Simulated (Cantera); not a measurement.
Input: 1 mol SiH4, 0.0072 mol C2H4, 190 mol H2, at 1425 K and 250 Pa.

Method: chemical equilibrium by Gibbs-energy minimisation in Cantera with the NASA 1993 tables (ideal gas, pure condensed phases). Candidate condensed phases: C, C6H6, C7H8, C8H18, Si, SiC; 87 gas species. Mutual solubility and eutectic melting of coexisting phases are not modelled. Kinetics and transport are ignored.

Base state: H2 1.000, H 0.000136 (mole fractions); condensed: Si(s) + SiC(s).

Problem. What changes in the equilibrium state with this change: SiH4 replaced by SiHCl3?

Solution. 
```csv
species,before,after
H2,1.000,0.985
HCl,0,0.0144
SiCl2,0,0.000631
H,0.000136,0.000135
"Si(s), mol",0.985,0.864
"SiC(s), mol",0.0144,0.0144
```
